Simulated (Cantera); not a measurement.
A Cantera script and its output.

```python
import numpy as np
import cantera as ct

gas = ct.Solution("gri30.yaml")
gas.TPX = 1325, 1100000, {'CO': 1, 'H2': 0.41, 'O2': 1.47, 'N2': 5.52}
reactor = ct.IdealGasReactor(gas, energy="on", clone=False)
net = ct.ReactorNet([reactor])
net.rtol, net.atol = 1e-08, 1e-16
show = ['CO', 'H2', 'O2', 'H2O2', 'N2O', 'O', 'NO2']
times = np.geomspace(2e-06, 0.6, 12)

steps = ct.SolutionArray(gas, extra=["t"])
rows = []
print(f"{'t/s':>10s}{'T/K':>9s}{'P/Pa':>11s}" + "".join(f"{s:>11s}" for s in show))
for t in times:
    while net.time < t:
        t_next = net.step()
        steps.append(gas.state, t=t_next)
    rows.append([np.interp(t, steps.t, y) for y in (steps.T, steps.P, *steps(*show).X.T)])
    print(f"{t:10.3e}{rows[-1][0]:9.1f}{rows[-1][1]:11.4g}" + "".join(f"{x:11.3e}" for x in rows[-1][2:]))
rate = np.gradient(steps.T, steps.t)
print("integrator steps:", len(steps.t))
if steps.T.max() > steps.T[0] + 200:
    print(f"time of steepest temperature rise: {steps.t[rate.argmax()]:.4e} s")
gas.TPX = 1325, 1100000, {'CO': 1, 'H2': 0.41, 'O2': 1.47, 'N2': 5.52}
gas.equilibrate("UV")
print(f"equilibrium (UV): T = {gas.T:.1f} K  " + "  ".join(f"{s} {gas[s].X[0]:.3e}" for s in show))
```

Result:

```
       t/s      T/K       P/Pa         CO         H2         O2       H2O2        N2O          O        NO2
 2.000e-06   1325.0    1.1e+06  1.190e-01  4.880e-02  1.750e-01  1.209e-08  1.898e-11  8.560e-07  2.426e-18
 6.294e-06   1441.0  1.189e+06  1.165e-01  3.509e-02  1.664e-01  2.053e-05  4.915e-08  1.605e-03  6.286e-10
 1.981e-05   2708.1  2.078e+06  1.034e-02  5.801e-04  1.005e-01  7.311e-07  4.741e-06  2.950e-03  1.020e-06
 6.234e-05   2718.6  2.085e+06  8.959e-03  5.350e-04  9.921e-02  7.574e-07  4.585e-06  2.711e-03  4.537e-06
 1.962e-04   2710.4  2.078e+06  8.757e-03  5.249e-04  9.711e-02  7.388e-07  4.547e-06  2.596e-03  1.399e-05
 6.175e-04   2695.4  2.065e+06  8.398e-03  5.067e-04  9.330e-02  7.054e-07  4.557e-06  2.395e-03  3.086e-05
 1.943e-03   2685.3  2.057e+06  8.162e-03  4.947e-04  9.076e-02  6.834e-07  4.614e-06  2.267e-03  4.193e-05
 6.116e-03   2684.6  2.057e+06  8.145e-03  4.938e-04  9.057e-02  6.817e-07  4.620e-06  2.257e-03  4.275e-05
 1.925e-02   2684.6  2.057e+06  8.145e-03  4.938e-04  9.057e-02  6.817e-07  4.620e-06  2.257e-03  4.275e-05
 6.058e-02   2684.6  2.057e+06  8.145e-03  4.938e-04  9.057e-02  6.817e-07  4.620e-06  2.257e-03  4.275e-05
 1.906e-01   2684.6  2.057e+06  8.145e-03  4.938e-04  9.057e-02  6.817e-07  4.620e-06  2.257e-03  4.275e-05
 6.000e-01   2684.6  2.057e+06  8.145e-03  4.938e-04  9.057e-02  6.817e-07  4.620e-06  2.257e-03  4.275e-05
integrator steps: 1355
time of steepest temperature rise: 6.9172e-06 s
equilibrium (UV): T = 2684.6 K  CO 8.145e-03  H2 4.938e-04  O2 9.057e-02  H2O2 6.817e-07  N2O 4.620e-06  O 2.257e-03  NO2 4.275e-05
```

Detailed kinetics in Cantera: GRI-Mech 3.0 (53 species, 325 reactions). The hydrogen kinetics of GRI-Mech 3.0 are dated; newer H2 mechanisms differ, most at raised pressure.
